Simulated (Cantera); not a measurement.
A closed system holds: 1 mol Cr, 0.81 mol NH₃, 61 mol N₂, held at 1373.15 K.

Cantera equilibrium calculation (NASA polynomials, part measured and part estimated; ideal gas, pure solids and liquids). Candidate condensed phases: Cr, CrN, Cr₂N; 11 gas species. Equilibrium is a limit: real reactors are often held back by kinetics, nucleation or transport.

Task: What share of the Cr ends up in condensed phases as a function of P (Pa), at 0.100, 0.750, 5.60, 42, 320, 2400, 18000, 130000, 1000000?

Result: 
| P (Pa) | Cr condensed (%) | as |
|---|---|---|
| 0.100 | 0.0 | - |
| 0.750 | 73.0 | Cr(s) |
| 5.60 | 96.4 | Cr(s) |
| 42 | 99.5 | Cr(s) |
| 320 | 99.9 | Cr(s) |
| 2400 | 100.0 | Cr₂N(s) |
| 18000 | 100.0 | Cr₂N(s) |
| 130000 | 100.0 | CrN(s) |
| 1000000 | 100.0 | CrN(s) |
